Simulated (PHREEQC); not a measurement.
**Acid mine or pickling water (model solution)**

Synthetic water in mg/L, 20 °C, pH 2.04, pe 10:

```json
[
 {"constituent": "Na", "mg/L": "70.5"},
 {"constituent": "K", "mg/L": "2.38"},
 {"constituent": "Ca", "mg/L": "40.4"},
 {"constituent": "Mg", "mg/L": "36.3"},
 {"constituent": "Cl", "mg/L": "99.2"},
 {"constituent": "S(6) as SO4", "mg/L": "1120"},
 {"constituent": "Si as SiO2", "mg/L": "2.03"}
]
```

Valence states are taken as typed.

Equilibrium calculation in PHREEQC: ion-association model, wateq4f.dat.

Each row changes one thing in this solution. Precipitation was switched off in this run.

```tsv
case	ionic strength (mol/kgw)	SO4-2 (mol/kgw)	HSO4- (mol/kgw)	Mg+2 (mol/kgw)	Ca+2 (mol/kgw)	SI of Quartz (SiO2)	SI of Gypsum (CaSO4:2H2O)
as made	0.0279	0.00722	0.00364	0.00103	0.000706	-0.41	-1.24
K from 2.38 to 4.76 mg/L	0.0279	___	0.00364	0.00103	0.000706	-0.41	-1.24
all concentrations times 4 at the same typed pH	0.0931	___	0.0116	0.00306	0.00213	+0.20	-0.43
```

Q: What belongs in the gaps?

A: 
- K from 2.38 to 4.76 mg/L, SO4-2 (mol/kgw): 0.00721
- all concentrations times 4 at the same typed pH, SO4-2 (mol/kgw): 0.0297

Some of these states are supersaturated (in Quartz (slow to form), for instance).
